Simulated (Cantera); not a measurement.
An isothermal, constant-pressure homogeneous reactor starts with 0.109 % CO, 0.428 % O2, 0.0149 % H2O, 99.4 % N2, equivalence ratio 0.13, at 1050 K and 195 Torr.

Detailed kinetics in Cantera: GRI-Mech 3.0 (53 species, 325 reactions).

One state of this run: x CO = 1.40e-6; x O2 = 0.00373; x H2O = 0.000149; x NO = 2.73e-8; x H = 5.14e-10. x: mole fraction; the columns are a selection and need not sum to one.

### Question
Which value of t (s) does it belong to?
A) 6.76
B) 23.3
C) 0.571
D) 0.0482

### Answer
B, 23.3
